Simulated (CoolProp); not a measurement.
A Linde-Hampson liquefier for dry air: isothermal reversible compression at 290 K from 1 atm to 40 MPa, throttling to 1 atm, return gas leaving the recuperator 2 K below the feed. Each further row changes one setting.

Values from CoolProp's reference Helmholtz-energy equation of state, Lemmon 2000. It is a pseudo-pure fit of the blend.

```csv
case,liquid yield per pass,compression work (kJ/kg of gas)
as stated,?,501
high pressure 80 MPa,?,582
warm-end temperature 320 K,?,557
warm-end gap 7 K,?,501
```

Q: Complete the blanks.

A: 
- as stated, liquid yield per pass: 0.112
- high pressure 80 MPa, liquid yield per pass: 0.081
- warm-end temperature 320 K, liquid yield per pass: 0.082
- warm-end gap 7 K, liquid yield per pass: 0.101
